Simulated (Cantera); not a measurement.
Cantera run, input and output.

```python
import numpy as np
import cantera as ct

gas = ct.Solution("gri30.yaml")
gas.TPX = 1650, 1333, {'C2H4': 1, 'H2': 6.9}
reactor = ct.IdealGasConstPressureReactor(gas, energy="off", clone=False)
net = ct.ReactorNet([reactor])
net.rtol, net.atol = 1e-08, 1e-18
show = ['C2H4', 'H2', 'CH2', 'CH3', 'C2H6']
times = np.geomspace(0.0001, 70, 14)

steps = ct.SolutionArray(gas, extra=["t"])
rows = []
print(f"{'t/s':>10s}{'T/K':>9s}{'P/Pa':>11s}" + "".join(f"{s:>11s}" for s in show))
for t in times:
    while net.time < t:
        t_next = net.step()
        steps.append(gas.state, t=t_next)
    rows.append([np.interp(t, steps.t, y) for y in (steps.T, steps.P, *steps(*show).X.T)])
    print(f"{t:10.3e}{rows[-1][0]:9.1f}{rows[-1][1]:11.4g}" + "".join(f"{x:11.3e}" for x in rows[-1][2:]))
rate = np.gradient(steps.T, steps.t)
print("integrator steps:", len(steps.t))
if steps.T.max() > steps.T[0] + 200:
    print(f"time of steepest temperature rise: {steps.t[rate.argmax()]:.4e} s")
gas.TPX = 1650, 1333, {'C2H4': 1, 'H2': 6.9}
gas.equilibrate("TP")
print(f"equilibrium (TP): T = {gas.T:.1f} K  " + "  ".join(f"{s} {gas[s].X[0]:.3e}" for s in show))
```

Result:

```
       t/s      T/K       P/Pa       C2H4         H2        CH2        CH3       C2H6
 1.000e-04   1650.0       1333  1.264e-01  8.734e-01  7.126e-12  4.986e-11  1.303e-09
 2.816e-04   1650.0       1333  1.261e-01  8.735e-01  3.439e-11  2.847e-10  4.409e-09
 7.930e-04   1650.0       1333  1.253e-01  8.736e-01  1.201e-10  1.023e-09  1.313e-08
 2.233e-03   1650.0       1333  1.231e-01  8.738e-01  3.575e-10  3.095e-09  3.721e-08
 6.288e-03   1650.0       1333  1.165e-01  8.745e-01  9.600e-10  8.642e-09  9.880e-08
 1.771e-02   1650.0       1333  9.746e-02  8.767e-01  1.891e-09  1.962e-08  1.953e-07
 4.986e-02   1650.0       1333  5.477e-02  8.814e-01  1.660e-09  2.855e-08  1.682e-07
 1.404e-01   1650.0       1333  8.169e-03  8.866e-01  5.010e-10  5.770e-08  4.470e-08
 3.954e-01   1650.0       1333  1.010e-04  8.872e-01  1.837e-10  3.131e-07  1.403e-09
 1.113e+00   1650.0       1333  9.577e-05  8.869e-01  5.942e-10  6.665e-07  1.488e-09
 3.135e+00   1650.0       1333  9.563e-05  8.869e-01  1.011e-09  1.161e-06  1.499e-09
 8.828e+00   1650.0       1333  9.560e-05  8.868e-01  2.123e-09  2.507e-06  1.561e-09
 2.486e+01   1650.0       1333  9.553e-05  8.867e-01  4.922e-09  5.900e-06  1.926e-09
 7.000e+01   1650.0       1333  9.545e-05  8.865e-01  9.087e-09  1.097e-05  3.021e-09
integrator steps: 779
equilibrium (TP): T = 1650.0 K  C2H4 9.543e-05  H2 8.865e-01  CH2 1.026e-08  CH3 1.240e-05  C2H6 3.450e-09
```

Detailed kinetics in Cantera: GRI-Mech 3.0 (53 species, 325 reactions). GRI-Mech 3.0 was tuned for natural gas; its chemistry of ethylene as a main component is partial and can be far from experiment. GRI-Mech 3.0 stops at C3 and has no aromatics, soot or wall deposition, so with more carbon than oxygen in the feed, carbon stays in small species such as C2H2 where larger ones or solid carbon would form. Radical loss at walls, strong at low pressure, is not modelled.
